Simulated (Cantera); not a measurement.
Mixture: H2 : O2 : N2 = 1 : 0.581 : 2.09 (molar parts), equivalence ratio 0.86, at 1.00 atm, adiabatic and at constant pressure. Ignition delay is the time to a rise of 400 K.

Model: the H2/O2 subset of GRI-Mech 3.0, which has no nitrogen chemistry, integrated in Cantera. Below about 950 K walls govern HO2 and H2O2 in real vessels.

What does this change do: pressure from 1.00 atm to 4.93 atm?


| quantity | before | after |
|---|---|---|
| delay at 875 K | 0.724 s | 0.380 s |
| delay at 925 K | 67.6 ms | 88.5 ms |
| delay at 975 K | 0.682 ms | 22.4 ms |
| delay at 1025 K | 0.190 ms | 5.70 ms |
| delay at 1075 K | 0.107 ms | 1.27 ms |
| delay at 1125 K | 71.4 µs | 0.149 ms |
| delay at 1175 K | 52.1 µs | 22.5 µs |
| apparent activation energy between 1075 and 1175 K | 75 kJ/mol | 420 kJ/mol |
The hydrogen kinetics of GRI-Mech 3.0 are dated; newer H2 mechanisms differ, most at raised pressure.

What does this change do: H2 1 to 0.73 parts?


| quantity | before | after |
|---|---|---|
| delay at 875 K | 0.724 s | 0.835 s |
| delay at 925 K | 67.6 ms | 76.2 ms |
| delay at 975 K | 0.682 ms | 0.631 ms |
| delay at 1025 K | 0.190 ms | 0.189 ms |
| delay at 1075 K | 0.107 ms | 0.108 ms |
| delay at 1125 K | 71.4 µs | 72.8 µs |
| delay at 1175 K | 52.1 µs | 53.6 µs |
| apparent activation energy between 1075 and 1175 K | 75 kJ/mol | 73 kJ/mol |
